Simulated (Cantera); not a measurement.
A perfectly stirred reactor is fed with NO : N₂ = 1 : 0.11 (molar parts), at 13300 Pa; it is held at 1625 K, and followed from long to short residence time.

Cantera simulation using GRI-Mech 3.0 (53 species, 325 reactions); the numbers are that mechanism's predictions, not measurements.

What does this change do: N2 0.11 to 0.012 parts?


| quantity | before | after |
|---|---|---|
| x(NO) at τ = 29.0 s | 0.724 | 0.782 |
| x(O₂) at τ = 29.0 s | 0.0879 | 0.102 |
| x(N₂) at τ = 29.0 s | 0.187 | 0.115 |
| x(N₂O) at τ = 29.0 s | 0.000175 | 0.000203 |
| x(NO₂) at τ = 29.0 s | 0.000639 | 0.000743 |
| x(NO) at τ = 38.0 ms | 0.901 | 0.988 |
| x(O₂) at τ = 38.0 ms | 6.25e-5 | 7.75e-5 |
| x(N₂) at τ = 38.0 ms | 0.0992 | 0.0119 |
| x(N₂O) at τ = 38.0 ms | 0.000106 | 0.000127 |
| x(NO₂) at τ = 38.0 ms | 0.000105 | 0.000122 |

What does this change do: temperature 1625 to 1575 K?


| quantity | before | after |
|---|---|---|
| x(NO) at τ = 29.0 s | 0.724 | 0.787 |
| x(O₂) at τ = 29.0 s | 0.0879 | 0.0566 |
| x(N₂) at τ = 29.0 s | 0.187 | 0.156 |
| x(N₂O) at τ = 29.0 s | 0.000175 | 0.000202 |
| x(NO₂) at τ = 29.0 s | 0.000639 | 0.000640 |
| x(NO) at τ = 38.0 ms | 0.901 | 0.901 |
| x(O₂) at τ = 38.0 ms | 6.25e-5 | 2.07e-5 |
| x(N₂) at τ = 38.0 ms | 0.0992 | 0.0991 |
| x(N₂O) at τ = 38.0 ms | 0.000106 | 7.07e-5 |
| x(NO₂) at τ = 38.0 ms | 0.000105 | 7.77e-5 |
